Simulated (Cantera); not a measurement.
**Equilibrium for thermal oxidation and active oxidation of silicon: Si + CO2 + N2**

A closed system holds: 1 mol Si, a varied amount of CO2, 71 mol N2, equilibrated at 1425 °C and 0.000100 bar.

Method: chemical equilibrium by Gibbs-energy minimisation in Cantera with the NASA 1993 tables (ideal gas, pure condensed phases). Candidate condensed phases: C, Si, SiC, SiO2, Si2N2O, Si3N4; 34 gas species. Mutual solubility and eutectic melting of coexisting phases are not modelled. The tables' values for SiN are old estimates; treat these amounts as uncertain. Equilibrium is a limit: real reactors are often held back by kinetics, nucleation or transport.

From 0.027 mol CO2 to 0.18 mol CO2 the condensed part is Si(l) + SiC(s). From 0.23 mol CO2 to 0.47 mol CO2 the condensed part is SiC(s). The main Si-bearing gas is Si at 0.027 mol CO2 and SiO at 0.47 mol CO2. The share of Si in condensed phases is highest at 0.027 mol CO2 (45.5 %) and lowest at 0.18 mol CO2 (16.2 %).

```json
[
 {"n(CO2) (mol)": "0.027", "x N2": "0.992", "x SiO": "0.000717", "x Si": "0.00657", "x CO": "3.80e-5", "x Si2N": "7.22e-5", "x SiN": "3.99e-5", "x Si2C": "3.91e-5", "n Si(l)": "0.433", "n SiC(s)": "0.0215"},
 {"n(CO2) (mol)": "0.034", "x N2": "0.992", "x SiO": "0.000903", "x Si": "0.00657", "x CO": "4.78e-5", "x Si2N": "7.22e-5", "x SiN": "3.99e-5", "x Si2C": "3.91e-5", "n Si(l)": "0.413", "n SiC(s)": "0.0278"},
 {"n(CO2) (mol)": "0.043", "x N2": "0.992", "x SiO": "0.00114", "x Si": "0.00657", "x CO": "6.05e-5", "x Si2N": "7.22e-5", "x SiN": "3.99e-5", "x Si2C": "3.91e-5", "n Si(l)": "0.388", "n SiC(s)": "0.0359"},
 {"n(CO2) (mol)": "0.055", "x N2": "0.992", "x SiO": "0.00146", "x Si": "0.00657", "x CO": "7.73e-5", "x Si2N": "7.22e-5", "x SiN": "3.99e-5", "x Si2C": "3.91e-5", "n Si(l)": "0.354", "n SiC(s)": "0.0467"},
 {"n(CO2) (mol)": "0.069", "x N2": "0.991", "x SiO": "0.00183", "x Si": "0.00657", "x CO": "9.70e-5", "x Si2N": "7.21e-5", "x SiN": "3.99e-5", "x Si2C": "3.91e-5", "n Si(l)": "0.315", "n SiC(s)": "0.0592"},
 {"n(CO2) (mol)": "0.088", "x N2": "0.991", "x SiO": "0.00233", "x Si": "0.00657", "x CO": "0.000124", "x Si2N": "7.21e-5", "x SiN": "3.99e-5", "x Si2C": "3.91e-5", "n Si(l)": "0.262", "n SiC(s)": "0.0763"},
 {"n(CO2) (mol)": "0.11", "x N2": "0.990", "x SiO": "0.00291", "x Si": "0.00657", "x CO": "0.000154", "x Si2N": "7.21e-5", "x SiN": "3.98e-5", "x Si2C": "3.91e-5", "n Si(l)": "0.200", "n SiC(s)": "0.0961"},
 {"n(CO2) (mol)": "0.14", "x N2": "0.989", "x SiO": "0.00371", "x Si": "0.00657", "x CO": "0.000196", "x Si2N": "7.21e-5", "x SiN": "3.98e-5", "x Si2C": "3.91e-5", "n Si(l)": "0.115", "n SiC(s)": "0.123"},
 {"n(CO2) (mol)": "0.18", "x N2": "0.988", "x SiO": "0.00476", "x Si": "0.00657", "x CO": "0.000252", "x Si2N": "7.20e-5", "x SiN": "3.98e-5", "x Si2C": "3.91e-5", "n Si(l)": "0.00277", "n SiC(s)": "0.159"},
 {"n(CO2) (mol)": "0.23", "x N2": "0.988", "x SiO": "0.00589", "x Si": "0.00514", "x CO": "0.000510", "x Si2N": "4.41e-5", "x SiN": "3.12e-5", "x Si2C": "3.06e-5", "n Si(l)": "0", "n SiC(s)": "0.191"},
 {"n(CO2) (mol)": "0.29", "x N2": "0.988", "x SiO": "0.00699", "x Si": "0.00385", "x CO": "0.00108", "x Si2N": "2.47e-5", "x SiN": "2.33e-5", "x Si2C": "2.29e-5", "n Si(l)": "0", "n SiC(s)": "0.211"},
 {"n(CO2) (mol)": "0.37", "x N2": "0.987", "x SiO": "0.00805", "x Si": "0.00287", "x CO": "0.00224", "x Si2N": "1.37e-5", "x SiN": "1.74e-5", "x Si2C": "1.71e-5", "n Si(l)": "0", "n SiC(s)": "0.208"},
 {"n(CO2) (mol)": "0.47", "x N2": "0.985", "x SiO": "0.00903", "x Si": "0.00227", "x CO": "0.00400", "x Si2N": "8.60e-6", "x SiN": "1.37e-5", "x Si2C": "1.35e-5", "n Si(l)": "0", "n SiC(s)": "0.180"}
]
```
x: gas mole fraction; n: condensed amount in mol.
